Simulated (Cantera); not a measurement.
Transport properties of process gases

Gas mixture: 30.4 % H2, 13.7 % C3H8, 38.8 % C2H2, 17.2 % C2H6, at 1000000 Pa, frozen composition.

Cantera's kinetic-theory transport with the Lennard-Jones parameters of GRI-Mech 3.0, ideal gas; thermal conductivity in the multicomponent form.

```tsv
T (K)	ρ (kg/m³)	cp (J/kg/K)	μ (µPa s)	λ (mW/m/K)	Pr	D (cm²/s) NO	D (cm²/s) OH	D (cm²/s) NH3
400	6.58	2395	13.0	60.2	0.518	0.0331	0.0501	0.0348
500	5.27	2687	15.7	77.0	0.548	0.0490	0.0740	0.0534
600	4.39	2939	18.2	93.6	0.571	0.0673	0.101	0.0752
700	3.76	3157	20.5	110	0.586	0.0877	0.132	0.0999
800	3.29	3347	22.6	127	0.597	0.110	0.165	0.127
900	2.93	3517	24.6	143	0.605	0.134	0.202	0.157
1000	2.63	3673	26.5	159	0.612	0.160	0.241	0.189
```
D: mixture-averaged diffusion coefficient of that species in the mixture.
